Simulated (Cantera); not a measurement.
A perfectly stirred reactor is fed with H2 : O2 = 0.017 : 1 (molar parts), at 10.5 Torr; it is held at 973 K, and followed from long to short residence time.

Detailed kinetics in Cantera: the H2/O2 subset of GRI-Mech 3.0, which has no nitrogen chemistry. Radical loss at walls, strong at low pressure, is not modelled.

x: mole fraction; the columns are a selection and need not sum to one.

| τ (s) | x H2 | x O2 | x O | x H2O2 | x H2O | x H | x OH |
|---|---|---|---|---|---|---|---|
| 8.2 | 8.57e-5 | 0.983 | 0.000243 | 2.89e-8 | 0.0167 | 6.75e-6 | 8.45e-5 |
| 3.0 | 0.000149 | 0.983 | 0.000443 | 3.64e-8 | 0.0166 | 1.81e-5 | 0.000124 |
| 1.1 | 0.000258 | 0.982 | 0.000785 | 4.68e-8 | 0.0165 | 4.79e-5 | 0.000185 |
| 0.41 | 0.000442 | 0.982 | 0.00133 | 6.09e-8 | 0.0162 | 0.000122 | 0.000277 |
| 0.15 | 0.000772 | 0.981 | 0.00216 | 8.06e-8 | 0.0157 | 0.000300 | 0.000419 |
| 0.055 | (withheld) | 0.979 | (withheld) | (withheld) | 0.0148 | (withheld) | (withheld) |
| 0.020 | 0.00251 | 0.978 | 0.00436 | 1.40e-7 | 0.0132 | 0.00131 | 0.000883 |
| 0.0075 | 0.00462 | 0.977 | 0.00477 | 1.75e-7 | 0.0106 | 0.00189 | 0.00112 |
| 0.0028 | (withheld) | 0.978 | (withheld) | 1.83e-7 | (withheld) | (withheld) | 0.00114 |
| 0.0010 | 0.0150 | 0.982 | 0.000920 | 3.60e-8 | 0.00131 | 0.000318 | 0.000407 |

### Question
Some entries are withheld; supply them.

### Answer

- 0.055, x H2: 0.00137
- 0.055, x O: 0.00326
- 0.055, x H2O2: 1.07e-7
- 0.055, x H: 0.000676
- 0.055, x OH: 0.000622
- 0.0028, x H2: 0.00860
- 0.0028, x O: 0.00376
- 0.0028, x H2O: 0.00671
- 0.0028, x H: 0.00169
